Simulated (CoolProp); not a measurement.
A closed Brayton cycle with nitrogen: compressor inlet 314.15 K and 2.8 MPa, high pressure 8.4 MPa, turbine inlet 815 K, compressor efficiency 0.89, turbine efficiency 0.85, recuperator effectiveness 0.8 (on enthalpy, no pinch check). Each further row changes one setting.

Model: reference Helmholtz-energy equation of state, Span 2000, in CoolProp.

```json
[
 {"case": "as stated", "thermal efficiency (%)": "25.5", "net work (kJ/kg)": "62.3", "compressor to turbine work": "0.69", "compressor exit (K)": "445.6", "turbine exit (K)": "637.6"},
 {"case": "turbine inlet 765 K", "thermal efficiency (%)": "22.4", "net work (kJ/kg)": "49.9", "compressor to turbine work": "0.73", "compressor exit (K)": "445.6", "turbine exit (K)": "596.9"},
 {"case": "compressor inlet 324.15 K", "thermal efficiency (%)": "24.0", "net work (kJ/kg)": "57.8", "compressor to turbine work": "0.71", "compressor exit (K)": "459.5", "turbine exit (K)": "637.6"},
 {"case": "high pressure 7.14 MPa", "thermal efficiency (%)": "26.2", "net work (kJ/kg)": "59.6", "compressor to turbine work": "0.66", "compressor exit (K)": "423.5", "turbine exit (K)": "661.0"},
 {"case": "recuperator effectiveness 0.5", "thermal efficiency (%)": "20.4", "net work (kJ/kg)": "62.3", "compressor to turbine work": "0.69", "compressor exit (K)": "445.6", "turbine exit (K)": "637.6"}
]
```
